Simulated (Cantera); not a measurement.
## Adiabatic ignition

An adiabatic, constant-pressure homogeneous reactor starts with 5.27 % CH4, 0.633 % H2, 19.8 % O2, 74.3 % N2, equivalence ratio 0.55, at 1675 K and 750 Torr.

Model: GRI-Mech 3.0 (53 species, 325 reactions), integrated in Cantera.

| t (s) | T (K) | x CH4 | x H2 | x O2 | x H2O | x CH2 | x NO |
|---|---|---|---|---|---|---|---|
| 2.00e-6 | 1675 | 0.0527 | 0.00633 | 0.198 | 4.70e-7 | 2.74e-12 | <1e-12 |
| 4.51e-6 | 1675 | 0.0527 | 0.00633 | 0.198 | 1.82e-6 | 1.13e-11 | <1e-12 |
| 1.02e-5 | 1675 | 0.0527 | 0.00633 | 0.198 | 6.34e-6 | 5.02e-11 | <1e-12 |
| 2.30e-5 | 1675 | 0.0527 | 0.00633 | 0.198 | 2.57e-5 | 3.26e-10 | <1e-12 |
| 5.18e-5 | 1675 | 0.0525 | 0.00632 | 0.198 | 0.000151 | 4.34e-9 | 4.97e-12 |
| 0.000117 | 1683 | 0.0498 | 0.00651 | 0.196 | 0.00226 | 3.00e-7 | 8.34e-11 |
| 0.000264 | 2407 | <1e-12 | 0.00621 | 0.0873 | 0.0897 | <1e-12 | 0.000136 |
| 0.000595 | 2574 | <1e-12 | 0.00333 | 0.0869 | 0.0980 | <1e-12 | 0.000880 |
| 0.00134 | 2587 | <1e-12 | 0.00305 | 0.0862 | 0.0989 | <1e-12 | 0.00250 |
| 0.00303 | 2583 | <1e-12 | 0.00302 | 0.0847 | 0.0991 | <1e-12 | 0.00564 |
| 0.00684 | 2577 | <1e-12 | 0.00298 | 0.0825 | 0.0994 | <1e-12 | 0.0104 |
| 0.0154 | 2572 | <1e-12 | 0.00295 | 0.0806 | 0.0996 | <1e-12 | 0.0144 |
| 0.0348 | 2571 | <1e-12 | 0.00294 | 0.0801 | 0.0997 | <1e-12 | 0.0154 |
| 0.0786 | 2571 | <1e-12 | 0.00294 | 0.0801 | 0.0997 | <1e-12 | 0.0155 |
| 0.177 | 2571 | <1e-12 | 0.00294 | 0.0801 | 0.0997 | <1e-12 | 0.0155 |
| 0.400 | 2571 | <1e-12 | 0.00294 | 0.0801 | 0.0997 | <1e-12 | 0.0155 |
x: mole fraction; the columns are a selection and need not sum to one.

```yaml
time_of_steepest_temperature_rise: 0.175 ms
temperature at 0.400 s: 2571 K
equilibrium_temperature: 2571 K
x(CH4) at 0.400 s: <1e-12 (gas-phase equilibrium <1e-12)
x(H2) at 0.400 s: 0.00294 (gas-phase equilibrium 0.00294)
x(O2) at 0.400 s: 0.0801 (gas-phase equilibrium 0.0801)
```
